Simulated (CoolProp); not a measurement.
Vapour-liquid equilibrium of isobutane (1) + R245fa (2) at 8.05 °C; x and y are mole fractions of (1).

Model: multi-fluid Helmholtz-energy mixture model, Bücker 2006 and Akasaka 2015; pair parameters Bell 2016, in CoolProp.

Task: Give the bubble pressure and the first vapour's composition at x = 0.125, 0.65, 0.95. Is there an azeotrope?

Result: x = 0.125: 0.1692 MPa, y = 0.582; x = 0.65: 0.2271 MPa, y = 0.740; x = 0.95: 0.2178 MPa, y = 0.910. y crosses x between x = 0.725 and 0.8: the model has an azeotrope there.

The pair parameters rest on a limited set of measurements; away from them the model extrapolates. With so large a gap from Raoult's law the liquid may split in two, which this calculation doesn't test in full.
